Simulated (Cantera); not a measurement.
Charge: 1 mol SiCl4, 1.3 mol Cl2, 0.3 mol H2, equilibrated at 1177 °C and 101000 Pa.

These are equilibrium values from Cantera (NASA tables, ideal gas, pure condensed phases), not measurements of a reactor. Candidate condensed phases: Si; 19 gas species. Equilibrium is a limit: real reactors are often held back by kinetics, nucleation or transport.

**Question.** What is the equilibrium state?

**Answer.** 
- x(SiCl4) = 0.380
- x(Cl2) = 0.367
- x(HCl) = 0.228
- x(Cl) = 0.0248
- x(SiCl3) = 9.15e-6
- gas amount = 2.633 mol
- log10 activity of Si(s) (absent) = -16.61
